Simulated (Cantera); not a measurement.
Mixture: 19.8 % CO, 21.8 % H₂, 12.3 % O₂, 46.1 % N₂, at 750 Torr, adiabatic and at constant pressure. Ignition delay is the time to a rise of 400 K.

Model: GRI-Mech 3.0 (53 species, 325 reactions), integrated in Cantera. Where the delays flatten at high temperature, the 400 K rule measures the pace of heat release, not the induction time.

Question: Predict: delay at 950 K; delay at 1150 K; delay at 1350 K; delay at 1550 K.

Answer: 
```json
{
 "delay at 950 K": "1.80 ms",
 "delay at 1150 K": "75.9 µs",
 "delay at 1350 K": "32.2 µs",
 "delay at 1550 K": "22.2 µs"
}
```
